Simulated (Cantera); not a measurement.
Charge: 1 mol CH3OH, 0.032 mol NH3, 3 mol N2, held at 2298 K and 8.80 bar.

Method: chemical equilibrium by Gibbs-energy minimisation in Cantera with the NASA 1993 tables (ideal gas, pure condensed phases). Candidate condensed phases: C, C6H6, C7H8, C8H18, H2O; 136 gas species. Rates play no part.

Base state: N2 0.497, H2 0.336, CO 0.164, H 0.00187, H2O 0.000589, HCN 0.000577, HNC 5.25e-5, CO2 5.15e-5 (mole fractions); condensed: gas only.

Question: What changes in the equilibrium state with this change: temperature from 2298 K to 1200 K?

Answer: 
| species | before | after |
|---|---|---|
| N2 | 0.497 | 0.511 |
| H2 | 0.336 | 0.310 |
| CO | 0.164 | 0.151 |
| CH4 | 7.38e-6 | 0.0133 |
| H2O | 0.000589 | 0.0107 |
| H | 0.00187 | 3.70e-8 |
| HNC | 5.25e-5 | 1.48e-7 |
| CO2 | 5.15e-5 | 0.00380 |
| HCN | 0.000577 | 2.96e-5 |
| C(graphite), mol | 0 | 0.00673 |

Question: What changes in the equilibrium state with this change: pressure from 8.80 bar to 0.0133 bar?

Answer: 
```csv
species,before,after
N2,0.497,0.486
H2,0.336,0.307
CO,0.164,0.161
H,0.00187,0.0460
NH3,1.58e-5,2.07e-8
H2O,0.000589,2.07e-5
HNC,5.25e-5,1.92e-6
HCN,0.000577,2.11e-5
CO2,5.15e-5,1.94e-6
```

Question: What changes in the equilibrium state with this change: temperature from 2298 K to 1325 K?

Answer: 
```json
[
 {"species": "N2", "before": "0.497", "after": "0.502"},
 {"species": "H2", "before": "0.336", "after": "0.327"},
 {"species": "CO", "before": "0.164", "after": "0.160"},
 {"species": "CH4", "before": "7.38e-6", "after": "0.00510"},
 {"species": "H", "before": "0.00187", "after": "3.15e-7"},
 {"species": "HNC", "before": "5.25e-5", "after": "7.58e-7"}
]
```
